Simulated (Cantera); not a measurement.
Charge: 1 mol MgSO4, 3.2 mol H2, held at 902 °C and 71.3 Torr.

These are equilibrium values from Cantera (NASA tables, ideal gas, pure condensed phases), not measurements of a reactor. Candidate condensed phases: H2O, H2SO4, Mg, MgO, Mg(OH)2, MgS, MgSO4, S; 26 gas species. Gases not in the tables: S3 to S7. Equilibrium is a limit: real reactors are often held back by kinetics, nucleation or transport.

Question: What is the equilibrium state?

Answer: 
| Item | Result |
|---|---|
| x(H2O) | 0.761 |
| x(H2S) | 0.0884 |
| x(S2) | 0.0759 |
| x(H2) | 0.0385 |
| x(SO2) | 0.0353 |
| x(S2O) | 0.000821 |
| x(SH) | 0.000168 |
| x(SO) | 0.000103 |
| n(MgO(s)) | 1.00 mol |
| gas amount | 3.604 mol |
| log10 activity of S(l) (absent) | -1.83 |
| log10 activity of Mg(l) (absent) | -14.19 |
